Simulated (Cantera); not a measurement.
Input: 1 mol Si, a varied amount of Cl2, 70 mol N2, at 975 °C and 13300 Pa.

These are equilibrium values from Cantera (NASA tables, ideal gas, pure condensed phases), not measurements of a reactor. Candidate condensed phases: Si, Si3N4; 13 gas species. N2 is the only nitrogen source here; it is nearly inert below about 1500 K, so the nitride shown seldom forms there in practice. Rates play no part.

Task: What share of the Si ends up in condensed phases as a function of n(Cl2) (mol), at 0.83, 1, 1.2, 1.5, 1.8, 2.2, 2.7, 3.3, 4, 4.9, 5.9?

Result: 
```csv
n(Cl2) (mol),Si condensed (%),as
0.83,57.9,Si3N4(s)
1,49.3,Si3N4(s)
1.2,39.2,Si3N4(s)
1.5,24.1,Si3N4(s)
1.8,8.9,Si3N4(s)
2.2,0.0,-
2.7,0.0,-
3.3,0.0,-
4,0.0,-
4.9,0.0,-
5.9,0.0,-
```
